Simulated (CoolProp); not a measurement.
The fluid at 298.15 K and 1.2 MPa (stagnation) flows isentropically through a choked orifice. The same conditions are run with several fluids, on thermodynamics alone (safety and materials aside).

Computed with CoolProp (reference Helmholtz-energy equation of state of each fluid (C2F6 (R116): Lemmon 2006; ethane: Bücker 2006; nitrous oxide: Lemmon 2006; methane: Setzmann 1991)).

### Question
Rank C2F6 (R116), ethane, nitrous oxide, methane by throat to inlet pressure ratio, highest first.

### Answer
C2F6 (R116) (0.601), ethane (0.570), nitrous oxide (0.549), methane (0.542)

```tsv
fluid	mass flux (kg/(m² s))	throat temperature (K)
C2F6 (R116)	5860	283.7
ethane	2820	269.5
nitrous oxide	3460	259.8
methane	2070	257.1
```
